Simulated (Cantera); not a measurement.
Cantera with NASA thermochemical tables; ideal gases at 1 bar, condensed phases pure. Values are per mole of reaction as written; species without (g) are pure solids or liquids, kept so even where they would boil at 1 bar.

Question: Between 898 and 1498 K, where is each reaction favourable under standard conditions?
- 4 O(g) + CS₂(g) ⇌ C + 2 SO₂(g)

Answer: 
- 4 O(g) + CS₂(g) ⇌ C + 2 SO₂(g): ΔG° is -1353 kJ at 898 K and -1104 kJ at 1498 K; it stays negative (K > 1). ΔH° is -1729 kJ and ΔS° -417 J/K at 1498 K.
